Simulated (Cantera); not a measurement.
Feed: 1 mol Fe2O3, 2.5 mol CH4, 4 mol H2, equilibrated at 0.0740 bar.

Equilibrium computed with Cantera from the NASA thermochemical tables; the gas is ideal and each condensed phase is pure. Candidate condensed phases: C, C6H6, C7H8, C8H18, Fe, Fe(CO)5, FeO, Fe(OH)2, Fe(OH)3, Fe2O3, Fe3O4, H2O; 114 gas species. Rates play no part.

Question: Which condensed phases are stable at each of these points (T (K)): 1150, 1200, 1250, 1300, 1350, 1400, 1450, 1500, 1550, 1600, 1650, 1700, 1750?

Answer: 
```csv
T (K),condensed phases,Fe condensed (%)
1150,Fe(α),100.0
1200,Fe(γ),100.0
1250,Fe(γ),100.0
1300,Fe(γ),100.0
1350,Fe(γ),100.0
1400,Fe(γ),100.0
1450,Fe(γ),100.0
1500,Fe(γ),100.0
1550,Fe(γ),100.0
1600,Fe(γ),100.0
1650,Fe(γ),100.0
1700,Fe(δ),100.0
1750,Fe(δ),99.9
```

At 1150 K the condensed part is Fe(α). From 1200 K to 1650 K the condensed part is Fe(γ). From 1700 K to 1750 K the condensed part is Fe(δ).
